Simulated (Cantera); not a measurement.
An adiabatic, constant-pressure homogeneous reactor starts with CH4 : O2 : N2 = 1 : 2.56 : 9.64 (molar parts), equivalence ratio 0.78, at 1648 K and 1.01 bar.

Computed with Cantera and GRI-Mech 3.0 (53 species, 325 reactions).

x: mole fraction; the columns are a selection and need not sum to one.

| t (s) | T (K) | x CH4 | x O2 | x C2H4 | x CO | x CH3 | x C2H | x HCO |
|---|---|---|---|---|---|---|---|---|
| 3.00e-6 | 1648 | 0.0758 | 0.194 | 2.33e-11 | 1.45e-10 | 3.43e-6 | <1e-12 | 1.84e-12 |
| 9.49e-6 | 1648 | 0.0757 | 0.194 | 1.49e-9 | 3.44e-9 | 1.24e-5 | <1e-12 | 2.46e-11 |
| 3.00e-5 | 1648 | 0.0757 | 0.194 | 7.95e-8 | 1.24e-7 | 4.90e-5 | <1e-12 | 4.13e-10 |
| 9.49e-5 | 1648 | 0.0753 | 0.194 | ___ | ___ | ___ | <1e-12 | ___ |
| 0.000300 | 2118 | 0.0119 | 0.119 | 0.00119 | 0.0434 | 0.00503 | 3.83e-6 | 0.000127 |
| 0.000949 | 2721 | <1e-12 | 0.0480 | <1e-12 | 0.0243 | <1e-12 | <1e-12 | 1.52e-8 |
| 0.00300 | 2714 | <1e-12 | 0.0450 | <1e-12 | 0.0243 | <1e-12 | <1e-12 | 1.49e-8 |
| 0.00949 | 2710 | <1e-12 | 0.0434 | <1e-12 | 0.0242 | <1e-12 | <1e-12 | 1.48e-8 |
| 0.0300 | 2710 | <1e-12 | 0.0434 | <1e-12 | 0.0242 | <1e-12 | <1e-12 | 1.48e-8 |
| 0.0949 | 2710 | <1e-12 | 0.0434 | <1e-12 | 0.0242 | <1e-12 | <1e-12 | 1.48e-8 |
| 0.300 | 2710 | <1e-12 | 0.0434 | <1e-12 | 0.0242 | <1e-12 | <1e-12 | 1.48e-8 |
| 0.949 | 2710 | <1e-12 | 0.0434 | <1e-12 | 0.0242 | <1e-12 | <1e-12 | 1.48e-8 |
| 3.00 | 2710 | <1e-12 | 0.0434 | <1e-12 | 0.0242 | <1e-12 | <1e-12 | 1.48e-8 |

### Question
Complete the blanks.

### Answer

- 9.49e-5, x C2H4: 6.50e-6
- 9.49e-5, x CO: 1.04e-5
- 9.49e-5, x CH3: 0.000263
- 9.49e-5, x HCO: 1.63e-8
